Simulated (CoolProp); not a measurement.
Vapour-liquid equilibrium of diethyl ether (1) + benzene (2) at 304.5 K; x and y are mole fractions of (1).

Model: multi-fluid Helmholtz-energy mixture model, Thol 2014 and Thol 2012; pair parameters Bell 2016, in CoolProp.

Task: Give the bubble pressure and the first vapour's composition at x = 0.125, 0.425, 0.5. Is there an azeotrope?

Result: x = 0.125: 0.02597 MPa, y = 0.427; x = 0.425: 0.04763 MPa, y = 0.791; x = 0.5: 0.05310 MPa, y = 0.836. No azeotrope shows between x = 0.05 and 0.95.

The pair parameters rest on a limited set of measurements; away from them the model extrapolates.
